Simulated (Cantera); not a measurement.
A perfectly stirred reactor is fed with CO : H2 : O2 : N2 = 1 : 0.1 : 1.38 : 5.17 (molar parts), equivalence ratio 0.40, at 1.80 bar; it is adiabatic with a 475 K inlet, and is followed from long to short residence time, starting on the burning branch (τ in s: 0.039, 0.019, 0.0094, 0.0046, 0.0023, 0.0011, 0.00055, 0.00027, 0.00013, 6.5e-05, 3.2e-05).

Detailed kinetics in Cantera: GRI-Mech 3.0 (53 species, 325 reactions).

Problem. What does this change do: inlet temperature 475 to 300 K?

Solution. 
```
quantity                                                                       before                               after
------------------------------------------------  -----------------------------------  ----------------------------------
blow-out, bracketed by the residence times tried  burning at 1.10 ms, out at 0.550 ms  burning at 2.30 ms, out at 1.10 ms
x(CO) at τ = 39.0 ms                                                          0.00196                             0.00230
x(H2) at τ = 39.0 ms                                                          3.25e-5                             3.25e-5
x(O2) at τ = 39.0 ms                                                            0.117                               0.118
x(CO2) at τ = 39.0 ms                                                           0.139                               0.138
x(O) at τ = 39.0 ms                                                          0.000472                            0.000342
x(CO) at τ = 1.10 ms                                                           0.0231                               0.131
x(H2) at τ = 1.10 ms                                                         0.000281                              0.0131
x(O2) at τ = 1.10 ms                                                            0.125                               0.180
x(CO2) at τ = 1.10 ms                                                           0.116                              <1e-12
x(O) at τ = 1.10 ms                                                           0.00299                              <1e-12
```
